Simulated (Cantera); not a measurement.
Input: 1 mol SiHCl3, 16 mol NH3, 0.16 mol H2, equilibrated at 0.100 bar.

These are equilibrium values from Cantera (NASA tables, ideal gas, pure condensed phases), not measurements of a reactor. Candidate condensed phases: NH4Cl, Si, Si3N4; 28 gas species. Gases not in the tables: Si2H6 and higher silanes. Rates play no part.

**Question.** Which condensed phases are stable at each of these points (T (°C)): 577, 677, 777, 877, 977, 1077, 1177, 1277, 1377, 1477, 1577, 1677?

**Answer.** 
```
T (°C)  condensed phases  Si condensed (%)
------  ----------------  ----------------
577             Si3N4(s)              99.6
677             Si3N4(s)              99.8
777             Si3N4(s)              99.8
877             Si3N4(s)              99.9
977             Si3N4(s)              99.8
1077            Si3N4(s)              99.7
1177            Si3N4(s)              98.8
1277            Si3N4(s)              95.8
1377            Si3N4(s)              88.0
1477            Si3N4(s)              73.1
1577            Si3N4(s)              52.3
1677               Si(l)              51.9
```

From 577 °C to 1577 °C the condensed part is Si3N4(s). At 1677 °C the condensed part is Si(l).
